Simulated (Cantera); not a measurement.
Feed: 1 mol C₃H₆, 0.037 mol O₂, 20 mol H₂, held at 101000 Pa.

These are equilibrium values from Cantera (NASA tables, ideal gas, pure condensed phases), not measurements of a reactor. Candidate condensed phases: C, C₆H₆, C₇H₈, C₈H₁₈, H₂O; 131 gas species. Ions and electrons are included (thermal ionisation). Equilibrium is a limit: real reactors are often held back by kinetics, nucleation or transport.

x: gas mole fraction; n: condensed amount in mol.

```
T (°C)    x H    x H₂       x C  x C₂H₂ (acetylene)     x C₂H      x C₃      x C₂  n C(graphite)
------  -----  ------  --------  ------------------  --------  --------  --------  -------------
2727    0.141   0.803   5.00e-5              0.0499   0.00150  0.000308   3.13e-5          0.192
2977    0.263   0.681  0.000331              0.0450   0.00415   0.00144  0.000208              0
3227    0.425   0.525   0.00154              0.0310   0.00791   0.00417  0.000890              0
3477    0.597   0.359   0.00519              0.0153    0.0102   0.00740   0.00249              0
3727    0.739   0.218    0.0130             0.00529   0.00876   0.00795   0.00460              0
3977    0.832   0.122    0.0255             0.00135   0.00540   0.00555   0.00597              0
4227    0.881     ___       ___                 ___       ___       ___       ___              0
4477    0.906     ___       ___                 ___       ___       ___       ___              0
4727    0.919  0.0207    0.0554             6.71e-6  0.000261  0.000189   0.00207              0
```

Question: Fill in the missing entries.

Answer: 
- 4477, x H₂: 0.0362
- 4477, x C: 0.0501
- 4477, x C₂H₂ (acetylene): 4.37e-5
- 4477, x C₂H: 0.000851
- 4477, x C₃: 0.000767
- 4477, x C₂: 0.00369
- 4227, x H₂: 0.0658
- 4227, x C: 0.0397
- 4227, x C₂H₂ (acetylene): 0.000269
- 4227, x C₂H: 0.00245
- 4227, x C₃: 0.00252
- 4227, x C₂: 0.00549
